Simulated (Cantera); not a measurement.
A freely propagating, adiabatic, planar premixed flame of 20.7 % H₂, 16.7 % O₂, 62.7 % N₂, equivalence ratio 0.62, unburnt at 573 K and 100000 Pa; mixture-averaged transport, grid criteria slope 0.08 and curve 0.16, no radiation.

Computed with Cantera and the H2/O2 subset of GRI-Mech 3.0, which has no nitrogen chemistry. Burning velocities carry a grid error of a few per cent, more on coarse grids. Lean hydrogen flames are cellular in practice and burn faster than this planar one.

Question: Predict: laminar burning velocity; thermal thickness; peak x(H₂O₂); peak x(O); peak x(H); peak x(HO₂).

Answer: 
* **laminar burning velocity**: 405 cm/s
* **thermal thickness**: 0.421 mm
* **peak x(H₂O₂)**: 2.33e-5
* **peak x(O)**: 0.0118
* **peak x(H)**: 0.0223
* **peak x(HO₂)**: 0.000312
